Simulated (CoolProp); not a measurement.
Model: reference Helmholtz-energy equation of state, Colonna 2008, in CoolProp. It is a short technical equation, of lower accuracy than the large ones.

Question: For dodecamethylcyclohexasiloxane (D6), give the phase and the Joule-Thomson coefficient (K/MPa), fugacity coefficient at 585.9 K and 0.645 MPa.

Answer: 
- 585.9 K and 0.645 MPa: liquid; Joule-Thomson coefficient 0.891, fugacity coefficient 0.476
